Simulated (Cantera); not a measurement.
Charge: 1 mol B2H6, 13 mol H2O, at 1.00 bar.

Cantera equilibrium calculation (NASA polynomials, part measured and part estimated; ideal gas, pure solids and liquids). Candidate condensed phases: B, B2O3, B3O3H3, H2O; 23 gas species. The feed counts by its element totals alone. Gases not in the tables: H3BO3. The numbers say what is thermodynamically allowed, not how fast it happens.

x: gas mole fraction; n: condensed amount in mol.

```csv
T (K),x H2O,x H2,x HBO2,x (HBO2)3,x B2O3,n B2O3(l)
1448,0.612,0.373,0.0118,0.00254,7.19e-6,0.844
1523,0.604,0.371,___,___,___,___
1598,0.589,0.367,0.0419,0.00165,0.000141,0.615
1673,0.565,0.362,0.0713,0.00132,0.000508,0.367
1748,0.532,0.353,0.112,0.000971,0.00156,0
1823,0.532,0.353,0.113,___,___,0
1898,0.532,0.352,0.113,5.55e-5,0.00211,0
1973,0.532,0.352,0.112,1.53e-5,0.00238,0
```

Question: Complete the blanks.

Answer: 
- 1523, x HBO2: 0.0230
- 1523, x (HBO2)3: 0.00205
- 1523, x B2O3: 3.45e-5
- 1523, n B2O3(l): 0.763
- 1823, x (HBO2)3: 0.000222
- 1823, x B2O3: 0.00185
